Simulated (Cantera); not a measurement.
A jet of CH₄ : O₂ : N₂ = 0.034 : 0.069 : 0.79 (molar parts), equivalence ratio 0.99 at 300 K and 65.3 Torr hits a platinum plate 6.9 cm away at a mass flux of 0.061 kg/m²/s; the plate temperature is set and raised in steps from an oxygen-covered start.

Model: Deutschmann's 1995 Pt surface mechanism with GRI-Mech 3.0 gas chemistry, integrated in Cantera. Catalytic surfaces can have several steady states; this one follows from the mechanism file's or the stated starting coverage.

x: mole fraction at the wall; θ: surface coverage.

```tsv
plate T (K)	wall x CH₄	wall x O₂	wall x H₂O	wall x OH	wall x CO	wall x CO₂	θ free Pt	θ O*	θ OH*
900	0.0175	0.0335	0.0384	3.44e-8	8.09e-6	0.0253	0.274	0.725	0.00171
950	0.0109	0.0197	0.0505	9.87e-8	7.64e-6	0.0334	0.384	0.615	0.00175
1000	0.00699	0.0114	0.0576	2.43e-7	7.45e-6	0.0382	0.501	0.498	(withheld)
1050	0.00475	0.00669	0.0616	5.21e-7	7.93e-6	0.0409	0.618	0.381	(withheld)
1100	0.00343	0.00394	0.0639	9.83e-7	9.60e-6	0.0425	0.733	0.266	(withheld)
```

Some entries are withheld; supply them.


- 1000, θ OH*: 0.00160
- 1050, θ OH*: 0.00136
- 1100, θ OH*: 0.00108
